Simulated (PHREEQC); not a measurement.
Make-up at 25 °C: 0.011 mol Cu(BF4)2, 0.002 mol HCl and 0.0028 mol H3BO3 per kg of water. Closed to the air; pH follows from the charge balance.

The numbers come from PHREEQC with the ion-association model, phreeqc.dat.

This is a speciation only: nothing precipitates in the calculation.

### Question
Order these B species by the share of B that they hold, largest first: BF3OH-, BF2(OH)2-, BF4-, H3BO3.

### Answer
BF4- (77 %), H3BO3 (14 %), BF3OH- (6.8 %), BF2(OH)2- (2.3 %)

The pH is 2.61 and the ionic strength 0.0355 mol/kgw. Real BF4- forms and hydrolyses slowly; the run takes it at equilibrium.
